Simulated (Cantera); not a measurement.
Charge: 1 mol Si, 2.3 mol SF6, a varied amount of N2, held at 775 K and 3.90 mbar.

Equilibrium computed with Cantera from the NASA thermochemical tables; the gas is ideal and each condensed phase is pure. Candidate condensed phases: S, Si, Si3N4; 29 gas species. The tables' values for S2F2 (SSF2), SF3 are old estimates; treat these amounts as uncertain. Rates play no part.

**Question.** At 40 mol N2, list the 4 most abundant gas species with their mole fractions, and the condensed phases.

**Answer.** N2 0.924, SF4 0.0449, SiF4 0.0231, SF6 0.00764. Condensed: gas only.
